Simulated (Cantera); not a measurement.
Input: 1 mol Si, 0.13 mol H2O, 0.54 mol CO, at 0.473 Torr.

Equilibrium computed with Cantera from the NASA thermochemical tables; the gas is ideal and each condensed phase is pure. Candidate condensed phases: C, C6H6, C7H8, C8H18, H2O, Si, SiC, SiO2; 123 gas species. Kinetics and transport are ignored.

Over these rows the condensed part is SiC(s). Partial pressures as log10 of bar:

```json
[
 {"T (K)": "1548", "1000/T (1/K)": "0.6460", "log p Si": "-7.88", "log p SiO": "-3.35", "log p H2": "-3.99", "log p CO": "-4.08"},
 {"T (K)": "1598", "1000/T (1/K)": "0.6258", "log p Si": "-7.37", "log p SiO": "-3.35", "log p H2": "-3.99", "log p CO": "-4.08"},
 {"T (K)": "1648", "1000/T (1/K)": "0.6068", "log p Si": "-6.90", "log p SiO": "-3.35", "log p H2": "-3.99", "log p CO": "-4.08"},
 {"T (K)": "1698", "1000/T (1/K)": "0.5889", "log p Si": "-6.46", "log p SiO": "-3.35", "log p H2": "-3.99", "log p CO": "-4.08"},
 {"T (K)": "1748", "1000/T (1/K)": "0.5721", "log p Si": "?", "log p SiO": "-3.35", "log p H2": "-4.00", "log p CO": "-4.08"},
 {"T (K)": "1798", "1000/T (1/K)": "0.5562", "log p Si": "-5.64", "log p SiO": "-3.36", "log p H2": "-4.00", "log p CO": "-4.08"}
]
```

Fit log p(Si) = a + b·(1000/T) to the five rows, give the apparent enthalpy, and predict the row at 1748 K.

Means: 1000/T = 0.6047, log p = -6.850. Sxy = -0.118463, Sxx = 0.0047572, so b = -24.90 and a = -6.850 − (-24.90)×0.6047 = 8.21.
Apparent enthalpy: −19.145 × (-24.90) = 477 kJ/mol. With the condensed phases at unit activity, 1/2 SiC(s) + 1/2 SiO(g) = Si(g) + 1/2 CO(g) links this pressure to the main gases: over the six rows their terms move log p by -0.00 in all, so the slope is close to that reaction's ΔH°. The five rows lie within 0.01 of the line.
Prediction at 1748 K: 8.21 + (-24.90)×0.5721 = -6.04. The computed value is -6.04, 0.00 from the line.
